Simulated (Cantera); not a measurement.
Mixture: CH4 : O2 : N2 = 1 : 2 : 10.4 (molar parts), at 1900000 Pa, adiabatic and at constant pressure. Ignition delay is the time to a rise of 400 K.

Detailed kinetics in Cantera: GRI-Mech 3.0 (53 species, 325 reactions). The pressure lies above the range GRI-Mech 3.0 was tuned for (to about 10 atm).

**Question.** What does this change do: pressure from 1900000 Pa to 690000 Pa?

**Answer.** 
| quantity | before | after |
|---|---|---|
| delay at 1300 K | 1.01 ms | 2.91 ms |
| delay at 1400 K | 0.366 ms | 0.968 ms |
| delay at 1500 K | 0.143 ms | 0.349 ms |
| delay at 1600 K | 59.6 µs | 0.136 ms |
| delay at 1700 K | 26.3 µs | 57.9 µs |
| apparent activation energy between 1600 and 1700 K | 180 kJ/mol | 190 kJ/mol |
